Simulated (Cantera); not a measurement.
Cantera run:

```python
import numpy as np
import cantera as ct

gas_names = """
    N N2 V VN
""".split()
cond_names = """
    V(cr) V(L) VN(s)
""".split()


# ... load() reads the species with a 1 bar reference pressure and builds the phases ...
atoms = {
    'V': {'V': 1},
    'N2': {'N': 2},
}
top_T = {'VN(s)': 2300}  # K; cautious upper limits of use, not melting points


# ... equilibrate(T, P, feed) seeds the gas with the atoms and calls Mixture.equilibrate('TP', solver="vcs", rtol=1e-11, max_steps=5000) ...
results = []
feed = {'V': 1, 'N2': 8.9}  # mol
T = 1025  # K
P = 31  # Pa
mix = equilibrate(T, P, feed)
results.append((T, P, feed, dict(zip(mix.species_names, mix.species_moles))))
print(gas.report(threshold=1e-05))
for i in range(1, mix.n_phases):
    print(f"{mix.phase(i).name:16s} {mix.phase_moles(i):12.5e} mol")
```

Result:

```
       temperature   1025 K
          pressure   31 Pa
           density   0.0001019 kg/m^3
  mean mol. weight   28.014 kg/kmol
   phase of matter   gas

                          1 kg             1 kmol
                     ---------------   ---------------
          enthalpy        7.9543e+05        2.2283e+07  J
   internal energy        4.9122e+05        1.3761e+07  J
           entropy             10572        2.9616e+05  J/K
    Gibbs function       -1.0041e+07       -2.8128e+08  J
 heat capacity c_p            1171.3             32812  J/K
 heat capacity c_v            874.48             24498  J/K

                      mass frac. Y      mole frac. X     chem. pot. / RT
                     ---------------   ---------------   ---------------
                N2                 1                 1           -33.005
     [   +3 minor]        7.6042e-20        9.1128e-20

V(cr)             0.00000e+00 mol
VN(s)             1.00000e+00 mol
```

Method: chemical equilibrium by Gibbs-energy minimisation in Cantera with the NASA 1993 tables (ideal gas, pure condensed phases). VN: taken at fixed stoichiometry. Condensed phases not in the tables: V2N.
